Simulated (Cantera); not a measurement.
Adiabatic ignition

An adiabatic, constant-pressure homogeneous reactor starts with CH4 : O2 : N2 : H2O = 1 : 4.35 : 16.3 : 0.51 (molar parts), at 1223 K and 500000 Pa.

Model: GRI-Mech 3.0 (53 species, 325 reactions), integrated in Cantera.

| t (s) | T (K) | x CH4 | x O2 | x H2O | x H | x CH2 | x NO |
|---|---|---|---|---|---|---|---|
| 1.00e-6 | 1223 | 0.0451 | 0.196 | 0.0230 | 6.56e-12 | <1e-12 | <1e-12 |
| 3.98e-6 | 1223 | 0.0451 | 0.196 | 0.0230 | 8.88e-12 | <1e-12 | <1e-12 |
| 1.58e-5 | 1223 | 0.0451 | 0.196 | 0.0230 | 1.87e-11 | <1e-12 | <1e-12 |
| 6.31e-5 | 1223 | 0.0451 | 0.196 | 0.0230 | 6.89e-11 | <1e-12 | <1e-12 |
| 0.000251 | 1223 | 0.0451 | 0.196 | 0.0230 | 5.49e-10 | <1e-12 | <1e-12 |
| 0.00100 | 1223 | 0.0451 | 0.196 | 0.0231 | 4.31e-9 | 1.75e-12 | <1e-12 |
| 0.00398 | 1232 | 0.0437 | 0.195 | 0.0243 | 8.57e-8 | 5.95e-11 | <1e-12 |
| 0.0158 | 2158 | <1e-12 | 0.105 | 0.112 | 2.33e-5 | <1e-12 | 0.000387 |
| 0.0631 | 2155 | <1e-12 | 0.104 | 0.112 | 2.26e-5 | <1e-12 | 0.00190 |
| 0.251 | 2147 | <1e-12 | 0.103 | 0.112 | 2.12e-5 | <1e-12 | 0.00551 |
| 1.00 | 2143 | <1e-12 | 0.102 | 0.112 | 2.04e-5 | <1e-12 | 0.00742 |
x: mole fraction; the columns are a selection and need not sum to one.

The time of steepest temperature rise is 5.26 ms. The temperature at 1.00 s is 2143 K and the equilibrium temperature is 2143 K. The x(CH4) at 1.00 s is <1e-12 (gas-phase equilibrium <1e-12) and the x(O2) at 1.00 s is 0.102 (gas-phase equilibrium 0.102). The x(H2O) at 1.00 s comes out as 0.112 (gas-phase equilibrium 0.112).
